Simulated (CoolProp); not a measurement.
The fluid at 293.15 K and 0.165 MPa expands adiabatically to 0.0432 MPa with isentropic efficiency 1. The same conditions are run with several fluids, on thermodynamics alone (safety and materials aside).

Model: reference Helmholtz-energy equation of state of each fluid (CF4 (R14): Platzer 1990; R134a: Tillner-Roth 1994; R407C: Lemmon 2003; CH2F2 (R32): Tillner-Roth 1997; R13: Platzer 1990), in CoolProp. The equations of Platzer and Polt are older, rougher fits. Blends and air are pseudo-pure fits.

```csv
fluid,work (kJ/kg),final temperature (K),final density (kg/m³)
CF4 (R14),33.6,…,1.91
R134a,…,…,2.12
R407C,…,…,1.84
CH2F2 (R32),53.9,221.8,1.24
R13,28.3,245.0,2.23
```

Question: Some entries are withheld; supply them.

Answer: 
- CF4 (R14), final temperature (K): 240.5
- R134a, work (kJ/kg): 29.1
- R134a, final temperature (K): 253.8
- R407C, work (kJ/kg): 34.1
- R407C, final temperature (K): 246.9
